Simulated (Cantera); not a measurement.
A Cantera script and what it prints.

```python
import numpy as np
import cantera as ct

gas_names = [...]  # 113 gases of nasa_gas.yaml made of C, Cu, H, O
cond_names = """
    C(gr) C6H6(L) C7H8(L) C8H18(L),n-octa Cu(cr) Cu(L) CuO(s) CuO2H2(s) Cu2O(s) Cu2O(L) H2O(s) H2O(L)
""".split()


# ... load() reads the species with a 1 bar reference pressure and builds the phases ...
atoms = {
    'Cu': {'Cu': 1},
    'CO2': {'C': 1, 'O': 2},
    'H2': {'H': 2},
}
top_T = {'C(gr)': 4500, 'CuO(s)': 1390}  # K; cautious upper limits of use, not melting points


# ... equilibrate(T, P, feed) seeds the gas with the atoms and calls Mixture.equilibrate('TP', solver="vcs", rtol=1e-11, max_steps=5000) ...
results = []
feed = {'Cu': 1, 'CO2': 0.65, 'H2': 54}  # mol
P = 101325  # Pa
for T in [1273, 1373, 1473, 1573, 1673, 1773, 1873]:
    mix = equilibrate(T, P, feed)
    results.append((T, P, feed, dict(zip(mix.species_names, mix.species_moles))))

top = {s: max(r[3][s] / sum(r[3][g] for g in gas_names) for r in results) for s in gas_names}
cols = sorted((s for s in top if top[s] > 0.0001), key=lambda s: -top[s])[:5]
seen = [c for c in cond_names if any(r[3].get(c, 0) > 1e-12 for r in results)]
print("log10 of partial pressures in bar; condensed amounts in mol")
print(f"{'T/K':>10s}" + "".join(f"{s[:9]:>10s}" for s in cols + seen))
for T, P, feed, n in results:
    ng = sum(n[g] for g in gas_names)
    print(f"{T:10.4g}" + "".join(f"{np.log10(max(n[s] / ng * P / 1e5, 1e-99)):10.3f}" for s in cols)
          + "".join(f"{n.get(c, 0):10.4g}" for c in seen))
```

Output:

```
log10 of partial pressures in bar; condensed amounts in mol
       T/K        H2       H2O        CO        Cu         H    Cu(cr)     Cu(L)
      1273    -0.005    -1.918    -1.926    -7.084    -6.149         1         0
      1373    -0.005    -1.921    -1.922    -6.102    -5.480         0         1
      1473    -0.005    -1.921    -1.921    -5.286    -4.900         0    0.9997
      1573    -0.005    -1.921    -1.921    -4.577    -4.393         0    0.9986
      1673    -0.005    -1.921    -1.921    -3.954    -3.946         0     0.994
      1773    -0.005    -1.921    -1.921    -3.404    -3.548         0    0.9786
      1873    -0.006    -1.921    -1.921    -2.915    -3.193         0    0.9339
```

Equilibrium computed with Cantera from the NASA thermochemical tables; the gas is ideal and each condensed phase is pure.
